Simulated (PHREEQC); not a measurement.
## Buffer: speciation

Make-up at 25 °C: 0.0075 mol/kgw H3BO3, 0.00026 mol/kgw KOH and 3.8e-05 mol/kgw LiCl. Closed to the air; pH follows from the charge balance.

Model: Pitzer model, pitzer.dat, run in PHREEQC.

This is a speciation only: nothing precipitates in the calculation.

Q: What pH, osmotic coefficient, ionic strength does the model give?

A: pH 7.78; osmotic coefficient 0.999; ionic strength 0.000298 mol/kgw.

Q: In which forms is B present?

A: B(OH)3 97 %, B(OH)4- 3.4 % of the B.
